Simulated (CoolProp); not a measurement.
Vapour-liquid equilibrium of R113 (1) + acetone (2) at 1.36 bar; x and y are mole fractions of (1).

Model: multi-fluid Helmholtz-energy mixture model, Marx 1992 and Lemmon 2006; pair parameters Bell 2016, in CoolProp.

```
x     bubble temperature (K)  y at the bubble point  dew temperature at overall composition x (K)  liquid density (mol/L)
----  ----------------------  ---------------------  --------------------------------------------  ----------------------
0.05                   335.5                  0.121                                         337.0                   12.38
0.15                   331.8                  0.289                                         334.8                   11.75
0.25                   329.4                  0.400                                         332.6                   11.15
0.35                   327.9                  0.480                                         330.4                   10.60
0.45                   326.9                  0.543                                         328.4                   10.09
0.55                   326.4                  0.599                                         326.9                   9.618
0.65                   326.2                  0.654                                         326.2                   9.189
0.75                   326.4                  0.717                                         326.6                   8.796
0.85                   327.0                  0.798                                         327.7                   8.433
0.95                   328.6                  0.916                                         329.1                   8.092
```

y crosses x between x = 0.65 and 0.75: the model has an azeotrope there.

Pair parameters are fitted to limited data, so mixtures are less certain than the pure fluids.
